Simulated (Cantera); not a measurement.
**Thermal oxidation and active oxidation of silicon: Si + H2O + N2**

Charge: 1 mol Si, 1.5 mol H2O, 2.7 mol N2, equilibrated at 3.60 Pa.

Method: chemical equilibrium by Gibbs-energy minimisation in Cantera with the NASA 1993 tables (ideal gas, pure condensed phases). Candidate condensed phases: H2O, Si, SiO2, Si2N2O, Si3N4; 35 gas species. N2 is the only nitrogen source here; it is nearly inert below about 1500 K, so the nitride shown seldom forms there in practice. Mutual solubility and eutectic melting of coexisting phases are not modelled. The tables hold silica as quartz up to 1696 K and as liquid above; real silica turns to tridymite and cristobalite and melts near 1996 K. The numbers say what is thermodynamically allowed, not how fast it happens.

At 1348 K the condensed part is SiO2(β-quartz) + Si2N2O(s). From 1398 K to 1648 K the condensed part is SiO2(β-quartz). The main Si-bearing gas is SiO throughout. The share of Si in condensed phases is highest at 1348 K (90.3 %) and lowest at 1648 K (47.0 %).

```json
[
 {"T (K)": "1348", "log p N2": "-4.65", "log p H2": "-4.89", "log p SiO": "-6.08", "log p H": "-8.08", "log p H2O": "-9.71", "log p OH": "-14.69", "log p SiO2": "-14.00", "log p NO": "<-16", "n SiO2(β-quartz)": "0.634", "n Si2N2O(s)": "0.134"},
 {"T (K)": "1398", "log p N2": "-4.68", "log p H2": "-4.94", "log p SiO": "-5.42", "log p H": "-7.80", "log p H2O": "-9.67", "log p OH": "-14.23", "log p SiO2": "-13.17", "log p NO": "-16.18", "n SiO2(β-quartz)": "0.500", "n Si2N2O(s)": "0"},
 {"T (K)": "1448", "log p N2": "-4.68", "log p H2": "-4.94", "log p SiO": "-5.42", "log p H": "-7.51", "log p H2O": "-8.97", "log p OH": "-13.16", "log p SiO2": "-12.41", "log p NO": "-15.04", "n SiO2(β-quartz)": "0.500", "n Si2N2O(s)": "0"},
 {"T (K)": "1498", "log p N2": "-4.68", "log p H2": "-4.94", "log p SiO": "-5.42", "log p H": "-7.24", "log p H2O": "-8.32", "log p OH": "-12.16", "log p SiO2": "-11.70", "log p NO": "-13.98", "n SiO2(β-quartz)": "0.499", "n Si2N2O(s)": "0"},
 {"T (K)": "1548", "log p N2": "-4.69", "log p H2": "-4.94", "log p SiO": "-5.42", "log p H": "-6.98", "log p H2O": "-7.71", "log p OH": "-11.23", "log p SiO2": "-11.03", "log p NO": "-12.99", "n SiO2(β-quartz)": "0.497", "n Si2N2O(s)": "0"},
 {"T (K)": "1598", "log p N2": "-4.69", "log p H2": "-4.95", "log p SiO": "-5.41", "log p H": "-6.75", "log p H2O": "-7.15", "log p OH": "-10.36", "log p SiO2": "-10.41", "log p NO": "-12.06", "n SiO2(β-quartz)": "0.491", "n Si2N2O(s)": "0"},
 {"T (K)": "1648", "log p N2": "-4.69", "log p H2": "-4.96", "log p SiO": "-5.40", "log p H": "-6.53", "log p H2O": "-6.64", "log p OH": "-9.56", "log p SiO2": "-9.82", "log p NO": "-11.20", "n SiO2(β-quartz)": "0.470", "n Si2N2O(s)": "0"}
]
```
log p: log10 of the partial pressure in bar; n: condensed amount in mol.
